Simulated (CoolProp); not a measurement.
Carbonyl sulfide at several states: fugacity coefficient from the reference equation and from simpler models built on Tc = 378.8 K, pc = 6.369 MPa, ω = 0.098; each cubic takes its own stable root.

Computed with CoolProp (reference Helmholtz-energy equation of state, Lemmon 2006). It is a short technical equation, of lower accuracy than the large ones.

```csv
T (K),p (MPa),phase,reference
323.4,3.03,liquid,0.6181
200.7,5.65,liquid,0.006530
442.5,26,supercritical,0.4479
288.8,0.328,gas,0.9606
```

Question: How far does each simpler model (van der Waals, Redlich-Kwong, Peng-Robinson) lie from the reference over these 4 states: mean and median of the absolute difference, and the worst?

Answer: 
- van der Waals: mean 196.5 %, median 15.7 %, worst +753.3 % at 200.7 K and 5.65 MPa
- Redlich-Kwong: mean 2.1 %, median 1.3 %, worst +5.9 % at 323.4 K and 3.03 MPa
- Peng-Robinson: mean 1.6 %, median 1.9 %, worst -2.7 % at 442.5 K and 26 MPa

At some of these states van der Waals gives the other phase, because its saturation line lies elsewhere.
